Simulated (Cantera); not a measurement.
Charge: 1 mol Fe3O4, 1.5 mol CO, 1.5 mol CH4, equilibrated at 0.0120 bar.

Method: chemical equilibrium by Gibbs-energy minimisation in Cantera with the NASA 1993 tables (ideal gas, pure condensed phases). Candidate condensed phases: C, C6H6, C7H8, C8H18, Fe, Fe(CO)5, FeO, Fe(OH)2, Fe(OH)3, Fe2O3, Fe3O4, H2O; 114 gas species. Each liquid is taken as pure. Mutual solubility and eutectic melting of coexisting phases are not modelled. The tables' stoichiometric FeO is somewhat more stable than real wüstite, so its field is too wide. FeO: taken at fixed stoichiometry. Rates play no part.

Which condensed phases are stable at each of these points (T (K)): 1650, 1725, 1800, 1875, 1950, 2025, 2100, 2175, 2250?


```tsv
T (K)	condensed phases	Fe condensed (%)
1650	Fe(γ) + FeO(l)	100.0
1725	Fe(δ) + FeO(l)	99.8
1800	Fe(δ) + FeO(l)	99.5
1875	Fe(l) + FeO(l)	98.6
1950	Fe(l) + FeO(l)	96.5
2025	Fe(l) + FeO(l)	91.5
2100	Fe(l) + FeO(l)	80.2
2175	Fe(l) + FeO(l)	53.6
2250	FeO(l)	29.9
```

At 1650 K the condensed part is Fe(γ) + FeO(l). From 1725 K to 1800 K the condensed part is Fe(δ) + FeO(l). From 1875 K to 2175 K the condensed part is Fe(l) + FeO(l). At 2250 K the condensed part is FeO(l).
